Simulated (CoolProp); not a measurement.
Vapour pressure (kPa) of n-dodecane: the reference equation beside estimates from Tc = 658.1 K, pc = 1818 kPa, ω = 0.574.

Values from CoolProp's reference Helmholtz-energy equation of state, Lemmon 2004. It is a short technical equation, of lower accuracy than the large ones.

| T (K) | reference | Lee-Kesler | Redlich-Kwong |
|---|---|---|---|
| 377.8 | 2.517 | 2.467 | 23.04 |
| 386.1 | 3.646 | 3.577 | 29.29 |
| 394.4 | 5.176 | 5.087 | 36.76 |
| 402.7 | 7.215 | 7.105 | 45.62 |
| 411 | 9.887 | 9.758 | 56.00 |
| 419.3 | 13.33 | 13.19 | 68.07 |
| 427.6 | 17.72 | 17.57 | 81.98 |
| 435.9 | 23.23 | 23.09 | 97.90 |
| 444.2 | 30.06 | 29.95 | 116.0 |
| 452.4 | 38.33 | 38.27 | 136.1 |
| 460.7 | 48.48 | 48.50 | 159.0 |
| 469 | 60.68 | 60.81 | 184.5 |

Absolute difference from the reference over all 12 rows, mean and median: Lee-Kesler 1.0 and 0.9 %, Redlich-Kwong 432.9 and 386.6 %.
